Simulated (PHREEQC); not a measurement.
# Alkaline etch or developer: speciation

Dissolve 4.8 mmol/kgw LiOH and 0.063 mmol/kgw H4SiO4 at 25 °C. Closed to the air; pH follows from the charge balance.

All values are PHREEQC results (ion-association model, phreeqc.dat), not measurements.

Each row changes one thing in this solution. No solid was allowed to form.

```
case                                             pH  ionic strength (mol/kgw)  H3SiO4- (mol/kgw)  H4SiO4 (mol/kgw)  SI of Quartz (SiO2)
--------------------------------------------  -----  ------------------------  -----------------  ----------------  -------------------
as made                                       11.64                   0.00480            5.99e-5           8.68e-7                -2.08
H4SiO4 from 6.3e-05 to 5.67e-05 mol/kgw       11.64                   0.00480            5.39e-5           7.80e-7                -2.13
H4SiO4 from 6.3e-05 to 9.45e-05 mol/kgw       11.63                   0.00480            8.99e-5           1.31e-6                -1.90
H4SiO4 from 6.3e-05 to 6.3e-06 mol/kgw        11.64                   0.00480            5.99e-6           8.58e-8                -3.09
LiOH left out                                  6.86                   1.39e-7            6.67e-8           6.29e-5                -0.22
LiOH from 0.0048 to 0.0024 mol/kgw            11.34                   0.00240            6.02e-5           1.77e-6                -1.77
LiOH replaced by Li2SO4 at the same molality   6.91                    0.0142            8.48e-8           6.29e-5                -0.22
H4SiO4 from 6.3e-05 to 3.15e-05 mol/kgw       11.64                   0.00480            3.00e-5           4.31e-7                -2.38
LiOH from 0.0048 to 0.0072 mol/kgw            11.81                   0.00720            5.91e-5           5.68e-7                -2.26
```

Species that the database lacks are ignored.
